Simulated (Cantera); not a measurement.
## Equilibrium for silicon carbide growth: CH3SiCl3 + HCl + H2 + C2H4

A closed system holds: 1 mol CH3SiCl3, 0.018 mol HCl, 24 mol H2, 0.48 mol C2H4, at 1.33 mbar.

Method: chemical equilibrium by Gibbs-energy minimisation in Cantera with the NASA 1993 tables (ideal gas, pure condensed phases). Candidate condensed phases: C, C6H6, C7H8, C8H18, Si, SiC; 109 gas species. The feed counts by its element totals alone. The tables' values for SiCl are old estimates; treat these amounts as uncertain. Gases not in the tables: Si2H6 and higher silanes. Kinetics and transport are ignored.

| T (K) | x H2 | x H | x HCl | x Cl | x Si | x SiC2 | x C2H2 (acetylene) | n C(graphite) | n SiC(s) |
|---|---|---|---|---|---|---|---|---|---|
| 2175 | 0.760 | 0.117 | 0.0842 | 0.00942 | 0.0215 | 0.00188 | 0.00170 | 1.59 | 0.111 |
| 2225 | 0.724 | 0.151 | 0.0804 | 0.0122 | 0.0247 | 0.00261 | 0.00212 | 1.63 | 0 |
| 2275 | 0.683 | 0.192 | 0.0760 | 0.0154 | 0.0248 | 0.00314 | 0.00260 | 1.57 | 0 |
| 2325 | 0.637 | 0.241 | 0.0703 | 0.0191 | 0.0244 | 0.00366 | 0.00312 | 1.49 | 0 |
| 2375 | 0.585 | 0.295 | 0.0638 | 0.0230 | 0.0235 | 0.00416 | 0.00363 | 1.40 | 0 |
| 2425 | 0.528 | 0.356 | 0.0565 | 0.0271 | 0.0223 | 0.00463 | 0.00412 | 1.30 | 0 |
| 2475 | 0.467 | 0.421 | 0.0489 | 0.0313 | 0.0210 | 0.00506 | 0.00454 | 1.18 | 0 |
| 2525 | 0.404 | 0.488 | 0.0414 | 0.0352 | 0.0196 | 0.00545 | 0.00485 | 1.03 | 0 |
| 2575 | 0.341 | 0.554 | 0.0341 | 0.0388 | 0.0181 | 0.00579 | 0.00502 | 0.835 | 0 |
x: gas mole fraction; n: condensed amount in mol.

At 2175 K the condensed part is C(graphite) + SiC(s). From 2225 K to 2575 K the condensed part is C(graphite). The main Si-bearing gas is Si throughout.
